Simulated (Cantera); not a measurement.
An isothermal, constant-pressure homogeneous reactor starts with CH4 : H2 = 0.0057 : 1 (molar parts), at 1648 K and 105 Torr. Integrator tolerance rtol = 1e-08.

Computed with Cantera and GRI-Mech 3.0 (53 species, 325 reactions). GRI-Mech 3.0 stops at C3 and has no aromatics, soot or wall deposition, so with more carbon than oxygen in the feed, carbon stays in small species such as C2H2 where larger ones or solid carbon would form.

Problem. What does this change do: H2 1 to 0.12 parts?

Solution. 
| quantity | before | after |
|---|---|---|
| x(CH4) at 1.00 s | 0.00473 (gas-phase equilibrium 0.00128) | 0.0184 (gas-phase equilibrium 0.00376) |
| x(H2) at 1.00 s | 0.995 (gas-phase equilibrium 0.996) | 0.968 (gas-phase equilibrium 0.976) |
| x(C2H4) at 1.00 s | 5.59e-6 (gas-phase equilibrium 2.20e-5) | 0.000141 (gas-phase equilibrium 0.000197) |
| x(H) at 1.00 s | 0.000236 (gas-phase equilibrium 0.000239) | 0.000224 (gas-phase equilibrium 0.000237) |
| x(C2H) at 1.00 s | 4.59e-10 (gas-phase equilibrium 2.23e-9) | 1.27e-8 (gas-phase equilibrium 2.06e-8) |
| x(CH2) at 1.00 s | 5.25e-9 (gas-phase equilibrium 1.47e-9) | 1.92e-8 (gas-phase equilibrium 4.41e-9) |
